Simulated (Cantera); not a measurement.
An isothermal, constant-pressure homogeneous reactor starts with 1.63 % CO, 0.470 % O2, 2.01 % H2O, 95.9 % N2, equivalence ratio 1.7, at 1450 K and 101000 Pa.

Model: GRI-Mech 3.0 (53 species, 325 reactions), integrated in Cantera.

One state of this run: x CO = 0.00432; x O2 = 9.60e-5; x H2O = 0.0173; x H2 = 0.00255; x HO2 = 3.20e-8; x O = 2.79e-5. x: mole fraction; the columns are a selection and need not sum to one.

### Question
Which value of t (s) does it belong to?
A. 10.0
B. 0.0418
C. 7.00e-5
D. 0.00673

### Answer
D, 0.00673
